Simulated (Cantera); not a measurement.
A perfectly stirred reactor is fed with 68.5 % CH₄, 31.5 % H₂O, at 750 Torr; it is held at 1975 K, and followed from long to short residence time.

Model: GRI-Mech 3.0 (53 species, 325 reactions), integrated in Cantera. GRI-Mech 3.0 stops at C3 and has no aromatics, soot or wall deposition, so with more carbon than oxygen in the feed, carbon stays in small species such as C2H2 where larger ones or solid carbon would form.

Question: Predict: x(CH₄) at τ = 22.0 s; x(H₂O) at τ = 22.0 s; x(HCO) at τ = 22.0 s; x(C₂H₄) at τ = 22.0 s; x(CH₄) at τ = 0.270 s; x(H₂O) at τ = 0.270 s; x(HCO) at τ = 0.270 s; x(C₂H₄) at τ = 0.270 s; x(O) at τ = 0.270 s.

Answer: 
```json
{
 "x(CH₄) at τ = 22.0 s": "0.00370",
 "x(H₂O) at τ = 22.0 s": "0.000282",
 "x(HCO) at τ = 22.0 s": "7.08e-8",
 "x(C₂H₄) at τ = 22.0 s": "0.000521",
 "x(CH₄) at τ = 0.270 s": "0.0125",
 "x(H₂O) at τ = 0.270 s": "0.0183",
 "x(HCO) at τ = 0.270 s": "6.50e-8",
 "x(C₂H₄) at τ = 0.270 s": "0.000571",
 "x(O) at τ = 0.270 s": "1.61e-9"
}
```
